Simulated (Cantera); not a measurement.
# Equilibrium for silicon oxide and oxynitride deposition: TEOS + N2O

Charge: 1 mol TEOS, 3 mol N2O, held at 10.0 mbar.

Method: chemical equilibrium by Gibbs-energy minimisation in Cantera with the NASA 1993 tables (ideal gas, pure condensed phases). Candidate condensed phases: C, C6H6, C7H8, C8H18, H2O, Si, SiC, SiO2, Si2N2O, Si3N4; 151 gas species. The feed counts by its element totals alone. The tables' values for SiN are old estimates; treat these amounts as uncertain. Gases not in the tables: Si2H6 and higher silanes. Rates play no part.

From 1300 °C to 1900 °C the condensed part is C(graphite) + SiC(s). The main Si-bearing gas is SiO throughout. The share of Si in condensed phases is highest at 1300 °C (98.2 %) and lowest at 1900 °C (83.6 %).

| T (°C) | x H2 | x CO | x N2 | x H | n C(graphite) | n SiC(s) |
|---|---|---|---|---|---|---|
| 1300 | 0.500 | 0.349 | 0.150 | 0.000287 | 0.0265 | 0.982 |
| 1375 | 0.499 | 0.349 | 0.150 | 0.000629 | 0.0318 | 0.976 |
| 1450 | 0.498 | 0.348 | 0.149 | 0.00129 | 0.0362 | 0.969 |
| 1525 | 0.497 | 0.348 | 0.149 | 0.00248 | 0.0392 | 0.961 |
| 1600 | 0.495 | 0.347 | 0.148 | 0.00454 | 0.0399 | 0.952 |
| 1675 | 0.492 | 0.346 | 0.148 | 0.00793 | 0.0378 | 0.940 |
| 1750 | 0.487 | 0.344 | 0.147 | 0.0133 | 0.0337 | 0.924 |
| 1825 | 0.480 | 0.342 | 0.145 | 0.0213 | 0.0317 | 0.895 |
| 1900 | 0.469 | 0.339 | 0.143 | 0.0330 | 0.0440 | 0.836 |
x: gas mole fraction; n: condensed amount in mol.
